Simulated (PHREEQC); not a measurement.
NaOH is added in steps, without added water, to 1 kg of water holding 0.014 mol Cu(NO3)2, 0.01 mol HCl and 0.00025 mol Na2SO4, at 25 °C. O2 is buffered at 0.21 atm. No CO2 enters from the air. Nothing may precipitate in this run.

Base run: PHREEQC, ion-association model, wateq4f.dat. Each further column changes one thing. The table gives pH.

| NaOH added (mol) | base | Cu(NO3)2 from 0.014 to 0.14 mol/kgw | diluted 5-fold with water | Cu(NO3)2 left out | solids may form |
|---|---|---|---|---|---|
| 0 | 2.07 | 2.11 | 2.74 | 2.04 | 2.07 |
| 0.004583 | 2.34 | 2.38 | 6.85 | 2.31 | 2.34 |
| 0.009167 | 3.15 | 3.19 | 11.14 | 3.13 | 3.15 |
| 0.01604 | 6.15 | 5.11 | 11.86 | 11.72 | 4.72 |
| 0.02063 | 6.58 | (withheld) | 12.04 | 11.96 | (withheld) |
| 0.02521 | 7.17 | (withheld) | (withheld) | 12.11 | 5.05 |
| 0.02979 | 7.66 | 5.41 | 12.26 | (withheld) | 5.53 |
| 0.03438 | 8.07 | 5.47 | 12.34 | 12.31 | (withheld) |
| 0.03896 | 10.86 | 5.53 | 12.40 | 12.38 | 10.90 |
| 0.04583 | 11.76 | (withheld) | 12.48 | 12.47 | 11.81 |
| 0.05042 | 11.95 | 5.64 | 12.52 | 12.52 | 12.00 |
| 0.055 | 12.08 | 5.69 | 12.57 | 12.56 | 12.14 |

Q: What belongs in the gaps?

A: 
- 0.02063, Cu(NO3)2 from 0.014 to 0.14 mol/kgw: 5.24
- 0.02063, solids may form: 4.85
- 0.02521, Cu(NO3)2 from 0.014 to 0.14 mol/kgw: 5.34
- 0.02521, diluted 5-fold with water: 12.16
- 0.02979, Cu(NO3)2 left out: 12.22
- 0.03438, solids may form: 7.67
- 0.04583, Cu(NO3)2 from 0.014 to 0.14 mol/kgw: 5.60

In at least one series the solution becomes supersaturated in solids that the run did not let form, among them Cu(OH)2, Brochantite, Antlerite, Atacamite, Cu2(OH)3NO3. The database's constant for dissolved Cu(OH)2 is higher than later reviews accept.  Solids allowed in the column 'solids may form': Cu(OH)2, Brochantite, Antlerite, Atacamite, Cu2(OH)3NO3, Halite, Mirabilite, Chalcanthite.
